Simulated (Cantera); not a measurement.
Charge: 1 mol Pb, a varied amount of O2, 31 mol N2, 1.7 mol H2, at 1125 °C and 1.00 bar.

Method: chemical equilibrium by Gibbs-energy minimisation in Cantera with the NASA 1993 tables (ideal gas, pure condensed phases). Candidate condensed phases: H2O, Pb, PbO, PbO2, Pb3O4; 27 gas species. Each liquid is taken as pure. Mutual solubility and eutectic melting of coexisting phases are not modelled. Gases not in the tables: (PbO)n polymers. Equilibrium is a limit: real reactors are often held back by kinetics, nucleation or transport.

x: gas mole fraction; n: condensed amount in mol.

```csv
n(O2) (mol),x N2,x H2O,x H2,x O2,x Pb,x PbO,n Pb(l),n PbO(l)
0.21,0.940,0.0127,0.0388,<1e-12,0.00852,5.19e-7,0.719,0
0.41,0.940,[?],[?],<1e-12,0.00852,[?],0.719,0
0.61,0.940,0.0370,0.0146,1.24e-12,0.00852,4.02e-6,0.719,0
0.81,0.940,0.0491,[?],[?],0.00852,[?],0.718,0
1,0.938,0.0514,3.74e-5,3.62e-7,0.00852,0.00217,0.417,0.229
1.2,0.938,0.0514,3.74e-5,3.62e-7,0.00852,0.00217,0.0170,0.629
1.4,0.944,0.0518,5.76e-7,0.00155,0.000130,0.00217,0,0.924
1.6,0.939,0.0515,2.60e-7,0.00752,5.91e-5,0.00217,0,0.926
1.8,0.933,0.0512,1.93e-7,0.0135,4.42e-5,0.00217,0,0.926
2,0.927,0.0509,1.60e-7,0.0193,3.69e-5,0.00217,0,0.926
```

Problem. Fill in the missing entries.

Solution. 
- 0.41, x H2O: 0.0249
- 0.41, x H2: 0.0267
- 0.41, x PbO: 1.47e-6
- 0.81, x H2: 0.00246
- 0.81, x O2: 7.66e-11
- 0.81, x PbO: 3.16e-5
